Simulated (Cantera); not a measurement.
Charge: 1 mol NaCl, 26 mol H2, 0.99 mol N2, at 1400 K and 0.00240 bar.

Cantera equilibrium calculation (NASA polynomials, part measured and part estimated; ideal gas, pure solids and liquids). Candidate condensed phases: NH4Cl, Na, NaCl; 17 gas species. The numbers say what is thermodynamically allowed, not how fast it happens.

Base state: H2 0.926, N2 0.0353, NaCl 0.0331, HCl 0.00256, Na 0.00255, H 9.56e-5, Na2Cl2 1.93e-5 (mole fractions); condensed: gas only.

**Question.** What changes in the equilibrium state with this change: temperature from 1400 K to 1450 K?

**Answer.** 
```csv
species,before,after
H2,0.926,0.925
N2,0.0353,0.0353
NaCl,0.0331,0.0323
Na,0.00255,0.00337
HCl,0.00256,0.00337
H,9.56e-5,0.000186
Na2Cl2,1.93e-5,1.03e-5
```

**Question.** What changes in the equilibrium state with this change: temperature from 1400 K to 2100 K?

**Answer.** 
```json
[
 {"species": "H2", "before": "0.926", "after": "0.850"},
 {"species": "H", "before": "9.56e-5", "after": "0.0586"},
 {"species": "N2", "before": "0.0353", "after": "0.0339"},
 {"species": "NaCl", "before": "0.0331", "after": "0.0105"},
 {"species": "Na", "before": "0.00255", "after": "0.0237"},
 {"species": "HCl", "before": "0.00256", "after": "0.0226"},
 {"species": "Cl", "before": "2.17e-7", "after": "0.00115"},
 {"species": "Na2Cl2", "before": "1.93e-5", "after": "7.56e-9"}
]
```
